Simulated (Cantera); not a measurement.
A Cantera script and what it prints.

```python
import numpy as np
import cantera as ct

gas_names = [...]  # 109 gases of nasa_gas.yaml made of C, Cl, H, Si
cond_names = """
    C(gr) C6H6(L) C7H8(L) C8H18(L),n-octa Si(cr) Si(L) SiC(b)
""".split()


# ... load() reads the species with a 1 bar reference pressure and builds the phases ...
atoms = {
    'CH3SiCl3': {'C': 1, 'H': 3, 'Si': 1, 'CL': 3},
    'HCl': {'H': 1, 'CL': 1},
    'H2': {'H': 2},
}
top_T = {'C(gr)': 4500, 'SiC(b)': 3050}  # K; cautious upper limits of use, not melting points


# ... equilibrate(T, P, feed) seeds the gas with the atoms and calls Mixture.equilibrate('TP', solver="vcs", rtol=1e-11, max_steps=5000) ...
results = []
feed = {'CH3SiCl3': 1, 'HCl': 0.083, 'H2': 420}  # mol
T = 1148  # K
P = 120  # Pa
mix = equilibrate(T, P, feed)
results.append((T, P, feed, dict(zip(mix.species_names, mix.species_moles))))
x = sorted(zip(gas.X, gas.species_names), reverse=True)
print(f"T = {T:g} K  P = {P:g} Pa  gas = {mix.phase_moles(0):.4g} mol")
print("   x: " + "  ".join(f"{s} {v:.3e}" for v, s in x if v > 1e-06))
print("   condensed (mol): " + ("  ".join(f"{mix.phase(i).name} {mix.phase_moles(i):.4g}"
      for i in range(1, mix.n_phases) if mix.phase_moles(i) > 1e-12) or "none"))
```

It prints:

```
T = 1148 K  P = 120 Pa  gas = 423.1 mol
   x: H2 9.927e-01  HCL 7.283e-03  H 2.060e-06  CH4 2.018e-06  SiCL2 1.977e-06
   condensed (mol): SiC(b) 0.9991
```

Method: chemical equilibrium by Gibbs-energy minimisation in Cantera with the NASA 1993 tables (ideal gas, pure condensed phases). The feed counts by its element totals alone.
